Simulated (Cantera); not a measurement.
Input: 1 mol SiCl₄, 4.1 mol H₂, at 1073.15 K and 1.00 bar.

Method: chemical equilibrium by Gibbs-energy minimisation in Cantera with the NASA 1993 tables (ideal gas, pure condensed phases). Candidate condensed phases: Si; 19 gas species. The tables' values for SiCl₃ are old estimates; treat these amounts as uncertain. Equilibrium is a limit: real reactors are often held back by kinetics, nucleation or transport.

Base state: H₂ 0.764, SiCl₄ 0.157, HCl 0.0405, SiHCl₃ 0.0362, SiCl₃ 0.00173, SiH₂Cl₂ 0.000977, SiCl₂ 0.000305 (mole fractions); condensed: gas only.

Q: What changes in the equilibrium state with this change: 1 mol HF added?

A: 
```json
[
 {"species": "H₂", "before": "0.764", "after": "0.665"},
 {"species": "HCl", "before": "0.0405", "after": "0.171"},
 {"species": "SiCl₄", "before": "0.157", "after": "0.117"},
 {"species": "SiF₄", "before": "0", "after": "0.0403"},
 {"species": "SiHCl₃", "before": "0.0362", "after": "0.00559"},
 {"species": "SiHF₃", "before": "0", "after": "0.000840"},
 {"species": "HF", "before": "0", "after": "0.000210"},
 {"species": "SiF₃", "before": "0", "after": "1.67e-5"},
 {"species": "SiH₂Cl₂", "before": "0.000977", "after": "3.12e-5"},
 {"species": "SiCl₂", "before": "0.000305", "after": "1.12e-5"}
]
```
The tables' values for SiCl₃, SiF₃ are old estimates; treat these amounts as uncertain.

Q: What changes in the equilibrium state with this change: temperature from 1073.15 K to 923 K?

A: 
| species | before | after |
|---|---|---|
| H₂ | 0.764 | 0.782 |
| SiCl₄ | 0.157 | 0.174 |
| HCl | 0.0405 | 0.0224 |
| SiHCl₃ | 0.0362 | 0.0217 |
| SiCl₂ | 0.000305 | 4.91e-6 |
| SiCl₃ | 0.00173 | 0.000146 |
| SiH₂Cl₂ | 0.000977 | 0.000264 |
